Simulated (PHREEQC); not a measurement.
PHREEQC input (Pitzer model, pitzer.dat):

```
SOLUTION 1
  temp 75
  units mol/kgw
  pH 7 charge
  Cl 0.4108
  Mg 0.0044
  Na 0.26
  Ca 0.071
END
USE solution 1
INCREMENTAL_REACTIONS false
REACTION 1
  H2O -1
  0 9.886 18.011 24.689 30.178 34.689 38.397 41.444
  43.949 46.007 47.699 49.089 50.232 51.172 51.944 52.578
  53.1 53.528 53.88 54.17 54.408 54.603 54.764 moles
EQUILIBRIUM_PHASES 1
  Bischofite 0 0
  Brucite 0 0
  Halite 0 0
  Portlandite 0 0
  MgCl2_4H2O 0 0
SELECTED_OUTPUT 1
  -reset false
  -pH true
  -pe true
  -ionic_strength true
  -water true
  -activities H2O
  -totals Ca Cl Mg Na
  -molalities H+ Na+ Mg+2 Ca+2 Cl- OH- MgOH+
  -equilibrium_phases Bischofite Brucite Halite Portlandite MgCl2_4H2O
PRINT
  -reset false
END
```

Selected output (columns that matter, 19 of 23 rows; water left (kg) added in front):

```
water left (kg)	pH	mu	Ca	Cl	Mg	Na	m_H+	m_Na+	m_Mg+2	m_Ca+2	m_Cl-	m_OH-	la_H2O	Halite
1	6.2217	0.4862	0.071	0.4108	0.0044	0.26	8.0515e-07	0.26	0.0043999	0.071	0.4108	6.866e-07	-0.0052552	0
0.821894	6.2039	0.59156	0.086386	0.49982	0.0053535	0.31634	8.2984e-07	0.31634	0.0053534	0.086386	0.49982	6.9784e-07	-0.0064202	0
0.675514	6.1832	0.71975	0.10511	0.60813	0.0065136	0.38489	8.5512e-07	0.38489	0.0065134	0.10511	0.60813	7.0763e-07	-0.0078573	0
0.456313	6.1306	1.0655	0.15559	0.90026	0.0096425	0.56978	9.0687e-07	0.56978	0.0096423	0.15559	0.90026	7.1909e-07	-0.01185	0
0.375043	6.0965	1.2964	0.18931	1.0953	0.011732	0.69325	9.3322e-07	0.69325	0.011732	0.18931	1.0953	7.1803e-07	-0.014619	0
0.30824	6.0554	1.5773	0.23034	1.3327	0.014275	0.8435	9.6023e-07	0.8435	0.014274	0.23034	1.3327	7.0994e-07	-0.018105	0
0.253345	6.005	1.9191	0.28025	1.6215	0.017368	1.0263	9.8881e-07	1.0263	0.017367	0.28025	1.6215	6.923e-07	-0.022528	0
0.171138	5.8623	2.841	0.41487	2.4004	0.02571	1.5192	1.0616e-06	1.5192	0.02571	0.41487	2.4004	6.1631e-07	-0.035509	0
0.140655	5.7594	3.4567	0.50478	2.9206	0.031282	1.8485	1.1184e-06	1.8485	0.031282	0.50478	2.9206	5.5226e-07	-0.045054	0
0.115613	5.6249	4.2054	0.61412	3.5532	0.038058	2.2489	1.2057e-06	2.2489	0.038057	0.61412	3.5532	4.6973e-07	-0.057603	0
0.0950203	5.4482	5.1168	0.74721	4.3233	0.046306	2.7363	1.3477e-06	2.7363	0.046305	0.74721	4.3233	3.7303e-07	-0.074225	0
0.0780853	5.2176	6.2265	0.90926	5.2609	0.056349	3.3297	1.582e-06	3.3297	0.056347	0.90926	5.2609	2.7246e-07	-0.096333	0
0.0527548	4.717	8.5011	1.3459	7.0718	0.083405	4.2133	2.3798e-06	4.2133	0.083403	1.3459	7.0718	1.5743e-07	-0.14419	0.037727
0.0433504	4.6209	8.9696	1.6378	7.2303	0.1015	3.7517	2.7258e-06	3.7517	0.1015	1.6378	7.2303	1.8492e-07	-0.14908	0.097363
0.0356396	4.5049	9.564	1.9922	7.4484	0.12346	3.2172	3.1511e-06	3.2172	0.12346	1.9922	7.4484	2.2525e-07	-0.15621	0.14534
0.0292979	4.3579	10.335	2.4234	7.7616	0.15018	2.6145	3.6919e-06	2.6145	0.15018	2.4234	7.7616	2.8335e-07	-0.16712	0.1834
0.0197855	3.89	12.766	3.5885	8.9555	0.22239	1.3338	5.4407e-06	1.3338	0.22238	3.5885	8.9555	4.6182e-07	-0.21401	0.23361
0.0162724	3.5056	14.698	4.3632	10.064	0.2704	0.79712	7.0036e-06	0.79712	0.27039	4.3632	10.064	5.6566e-07	-0.26322	0.24703
0.0133718	2.9672	17.336	5.3097	11.697	0.32905	0.41996	9.5597e-06	0.41996	0.32904	5.3097	11.697	6.7025e-07	-0.34385	0.25438
```

Away from 25 °C the constants follow the database's enthalpies or fits; those with neither stay at their 25 °C values.
